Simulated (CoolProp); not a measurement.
Properties of chlorine at several states (Tc = 143.7 °C, pc = 7.642 MPa, ω = 0.070).

The numbers come from the reference Helmholtz-energy equation of state, Thol 2021 in CoolProp.

```tsv
T (°C)	p (MPa)	phase	density (kg/m³)	cp (kJ/(kg K))	expansivity (1/kK)	fugacity coefficient
36.85	0.285	gas	8.099	[?]	3.588	0.9690
4.35	0.0175	gas	0.5393	0.4757	3.636	0.9973
-7.05	0.278	gas	9.405	0.5209	[?]	0.9501
10.75	0.58	liquid	[?]	0.9728	2.104	0.8243
103.65	20	liquid	1214	1.014	[?]	0.2137
```

### Question
Complete the blanks.

### Answer

- 36.85, cp (kJ/(kg K)): 0.5115
- -7.05, expansivity (1/kK): 4.491
- 10.75, density (kg/m³): 1436
- 103.65, expansivity (1/kK): 2.686
